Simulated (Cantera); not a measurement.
Cantera run:

```python
import numpy as np
import cantera as ct

gas_names = """
    C CO CO2 C2 C2O C3 C3O2 C4 C5 O O2 O3 Pb PbO Pb2
""".split()
cond_names = """
    C(gr) Pb(cr) Pb(L) PbO(rd) PbO(yw) PbO(L) PbO2(s) Pb3O4(s)
""".split()


# ... load() reads the species with a 1 bar reference pressure and builds the phases ...
atoms = {
    'Pb': {'Pb': 1},
    'O2': {'O': 2},
    'CO': {'C': 1, 'O': 1},
}
top_T = {'C(gr)': 4500, 'Pb3O4(s)': 820}  # K; cautious upper limits of use, not melting points


# ... equilibrate(T, P, feed) seeds the gas with the atoms and calls Mixture.equilibrate('TP', solver="vcs", rtol=1e-11, max_steps=5000) ...
results = []
feed = {'Pb': 1, 'O2': 0.027, 'CO': 1.3}  # mol
T = 1123.15  # K
P = 133.322  # Pa
mix = equilibrate(T, P, feed)
results.append((T, P, feed, dict(zip(mix.species_names, mix.species_moles))))
x = sorted(zip(gas.X, gas.species_names), reverse=True)
print(f"T = {T:g} K  P = {P:g} Pa  gas = {mix.phase_moles(0):.4g} mol")
print("   x: " + "  ".join(f"{s} {v:.3e}" for v, s in x if v > 1e-06))
print("   condensed (mol): " + ("  ".join(f"{mix.phase(i).name} {mix.phase_moles(i):.4g}"
      for i in range(1, mix.n_phases) if mix.phase_moles(i) > 1e-12) or "none"))
```

Output:

```
T = 1123.15 K  P = 133.322 Pa  gas = 1.507 mol
   x: CO 8.267e-01  Pb 1.374e-01  CO2 3.583e-02  Pb2 2.210e-06
   condensed (mol): Pb(L) 0.7929
```

These are equilibrium values from Cantera (NASA tables, ideal gas, pure condensed phases), not measurements of a reactor.
